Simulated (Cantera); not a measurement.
A freely propagating, adiabatic, planar premixed flame of 54.1 % H₂, 9.68 % O₂, 36.3 % N₂, unburnt at 723 K and 760 Torr; mixture-averaged transport, grid criteria slope 0.08 and curve 0.16, no radiation.

Detailed kinetics in Cantera: the H2/O2 subset of GRI-Mech 3.0, which has no nitrogen chemistry. Burning velocities carry a grid error of a few per cent, more on coarse grids.

x: mole fraction of selected species; z is measured from the peak of heat release.

```csv
z (mm),T (K),u (m/s),x H₂,x O₂,x H₂O,x O,x H₂O₂,x H
-1.55,723,11.7,0.541,0.0968,<1e-8,<1e-8,<1e-8,<1e-8
-1.03,723,11.7,0.541,0.0968,<1e-8,<1e-8,<1e-8,<1e-8
-0.775,723,11.7,0.541,0.0968,<1e-8,<1e-8,<1e-8,<1e-8
-0.516,723,11.7,0.541,0.0968,6.54e-7,?,<1e-8,1.76e-6
-0.258,748,12.1,0.537,0.0963,0.00152,?,1.50e-6,0.000881
-0.129,915,14.5,0.508,0.0903,0.0185,?,1.93e-6,0.0117
0,1255,19.4,0.411,0.0533,0.0966,?,8.94e-7,0.0563
0.129,1485,22.9,0.336,0.0110,0.179,?,3.86e-7,0.0886
0.258,1581,24.2,0.325,0.00166,0.199,?,2.26e-7,0.0888
0.516,1678,25.6,0.331,0.000187,0.203,?,1.66e-7,0.0775
1.03,1783,27.0,0.341,9.06e-5,0.205,?,1.10e-7,0.0624
2.07,1888,28.3,0.352,5.77e-5,0.207,?,6.25e-8,0.0470
4.13,1980,29.5,0.361,3.13e-5,0.209,?,3.17e-8,0.0330
```

Question: What belongs in the gaps?

Answer: 
- -0.516, x O: 2.37e-8
- -0.258, x O: 2.12e-5
- -0.129, x O: 0.000369
- 0, x O: 0.00234
- 0.129, x O: 0.00154
- 0.258, x O: 0.000654
- 0.516, x O: 0.000444
- 1.03, x O: 0.000339
- 2.07, x O: 0.000223
- 4.13, x O: 0.000123
